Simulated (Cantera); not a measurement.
Input (Python, Cantera) and output of one run.

```python
import numpy as np
import cantera as ct

gas_names = """
    C CO CO2 C2 C2O C3 C3O2 C4 C5 Ca CaO Ca2 O O2 O3
""".split()
cond_names = """
    C(gr) Ca(a) Ca(b) Ca(L) CaCO3(caL) CaO(s) CaO(L)
""".split()


def load(file, names, dense=False):
    # The tables refer to 1 bar. Condensed volumes are neglected.
    table = {s.name: s for s in ct.Species.list_from_file(file)}
    out = []
    for n in names:
        d = dict(table[n].input_data)
        d["thermo"] = dict(d["thermo"], **{"reference-pressure": 1e5})
        if dense:
            d["equation-of-state"] = {"model": "constant-volume", "density": "1e6 g/cm^3"}
        out.append(ct.Species.from_dict(d))
    return out


gas = ct.Solution(thermo="ideal-gas", species=load("nasa_gas.yaml", gas_names))
cond = {s.name: ct.Solution(thermo="fixed-stoichiometry", species=[s], name=s.name)
        for s in load("nasa_condensed.yaml", cond_names, dense=True)}
atoms = {
    'CaCO3': {'Ca': 1, 'C': 1, 'O': 3},
    'C': {'C': 1},
    'O2': {'O': 2},
}
top_T = {'C(gr)': 4500}  # K; cautious upper limits of use, not melting points


def equilibrate(T, P, feed):
    n = {}
    for name, mol in feed.items():
        for a, k in atoms[name].items():
            n[a] = n.get(a, 0.0) + k * mol
    gas.TPX = T, P, n
    mass = sum(n.values()) * gas.mean_molecular_weight
    gas.equilibrate("TP")
    valid = [c for c in cond.values() if c.min_temp <= T <= top_T.get(c.name, c.max_temp)]
    mix = ct.Mixture([(gas, mass / gas.mean_molecular_weight)] + [(c, 0.0) for c in valid])
    mix.T, mix.P = T, P
    mix.equilibrate("TP", solver="vcs", rtol=1e-11, max_steps=5000)
    return mix


results = []
feed = {'CaCO3': 1, 'C': 0.59, 'O2': 0.39}  # mol
P = 200000  # Pa
for T in [1048, 1198, 1348, 1498, 1648, 1798, 1948, 2098, 2248]:
    mix = equilibrate(T, P, feed)
    results.append((T, P, feed, dict(zip(mix.species_names, mix.species_moles))))

top = {s: max(r[3][s] / sum(r[3][g] for g in gas_names) for r in results) for s in gas_names}
cols = sorted((s for s in top if top[s] > 1e-05), key=lambda s: -top[s])[:5]
seen = [c for c in cond_names if any(r[3].get(c, 0) > 1e-12 for r in results)]
print("log10 of partial pressures in bar; condensed amounts in mol")
print(f"{'T/K':>10s}" + "".join(f"{s[:9]:>10s}" for s in cols + seen))
for T, P, feed, n in results:
    ng = sum(n[g] for g in gas_names)
    print(f"{T:10.4g}" + "".join(f"{np.log10(max(n[s] / ng * P / 1e5, 1e-99)):10.3f}" for s in cols)
          + "".join(f"{n.get(c, 0):10.4g}" for c in seen))
```

It prints:

```
log10 of partial pressures in bar; condensed amounts in mol
       T/K       CO2        CO        O2         O CaCO3(caL    CaO(s)
      1048    -0.191     0.132   -19.726   -19.062         1         0
      1198     0.175    -0.298   -14.611   -14.925         0         1
      1348     0.175    -0.298   -11.879   -12.329         0         1
      1498     0.175    -0.298    -9.700   -10.254         0         1
      1648     0.175    -0.298    -7.922    -8.557         0         1
      1798     0.175    -0.298    -6.444    -7.145         0         1
      1948     0.175    -0.298    -5.198    -5.951         0         1
      2098     0.175    -0.298    -4.133    -4.930         0         1
      2248     0.175    -0.297    -3.216    -4.046         0         1
```

Equilibrium computed with Cantera from the NASA thermochemical tables; the gas is ideal and each condensed phase is pure.
